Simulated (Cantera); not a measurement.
A closed system holds: 1 mol Si₂Cl₆, 78 mol N₂, at 1873 K and 27.0 Pa.

Method: chemical equilibrium by Gibbs-energy minimisation in Cantera with the NASA 1993 tables (ideal gas, pure condensed phases). Candidate condensed phases: Si, Si₃N₄; 13 gas species. The feed counts by its element totals alone. The tables' values for SiCl, SiCl₃ are old estimates; treat these amounts as uncertain. Rates play no part.

Base state: N₂ 0.950, Cl 0.0253, SiCl₂ 0.0236, Si 0.000380, SiCl 0.000303, SiCl₃ 0.000122 (mole fractions); condensed: gas only.

### Question
What changes in the equilibrium state with this change: Si₂Cl₆ replaced by SiH₄?

### Answer
| species | before | after |
|---|---|---|
| N₂ | 0.950 | 0.960 |
| H₂ | 0 | 0.0217 |
| Si | 0.000380 | 0.0121 |
| Cl | 0.0253 | 0 |
| SiCl₂ | 0.0236 | 0 |
| H | 0 | 0.00579 |
| SiCl | 0.000303 | 0 |
| SiCl₃ | 0.000122 | 0 |
| SiH | 0 | 2.72e-5 |
The tables' values for SiN are old estimates; treat these amounts as uncertain.
